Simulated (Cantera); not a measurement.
Feed: 1 mol CHF3, 0.037 mol H2, 0.043 mol HCl, held at 0.900 Torr.

Method: chemical equilibrium by Gibbs-energy minimisation in Cantera with the NASA 1993 tables (ideal gas, pure condensed phases). Candidate condensed phases: C, C6H6, C7H8, C8H18; 135 gas species. Ions and electrons are included (thermal ionisation). Equilibrium is a limit: real reactors are often held back by kinetics, nucleation or transport.

x: gas mole fraction; nothing condenses.

| T (K) | x F | x HF | x H | x C | x C3 | x CF | x C2 | x Cl |
|---|---|---|---|---|---|---|---|---|
| 3000 | 0.540 | 0.249 | 0.0594 | 0.0262 | 0.0623 | 0.0388 | 0.0102 | 0.0119 |
| 3250 | 0.573 | 0.109 | 0.153 | 0.0833 | 0.0321 | 0.0234 | 0.0156 | 0.0101 |
| 3500 | 0.578 | 0.0296 | 0.200 | 0.156 | 0.00608 | 0.0101 | 0.0108 | 0.00885 |
| 3750 | 0.579 | ? | 0.212 | 0.185 | ? | ? | ? | 0.00846 |
| 4000 | 0.581 | 0.00243 | 0.215 | 0.191 | 3.51e-5 | 0.00113 | 0.00117 | 0.00837 |
| 4250 | 0.581 | 0.000846 | 0.216 | 0.193 | 3.35e-6 | 0.000421 | 0.000403 | 0.00835 |
| 4500 | 0.581 | 0.000329 | 0.216 | 0.193 | 4.08e-7 | 0.000174 | 0.000154 | 0.00834 |
| 4750 | 0.581 | ? | 0.216 | 0.193 | ? | ? | ? | 0.00833 |
| 5000 | 0.581 | 6.57e-5 | 0.216 | 0.193 | 1.12e-8 | 3.85e-5 | 2.98e-5 | 0.00833 |

Task: What belongs in the gaps?

Result: 
- 3750, x HF: 0.00796
- 3750, x C3: 0.000468
- 3750, x CF: 0.00334
- 3750, x C2: 0.00373
- 4750, x HF: 0.000141
- 4750, x C3: 6.16e-8
- 4750, x CF: 7.88e-5
- 4750, x C2: 6.50e-5
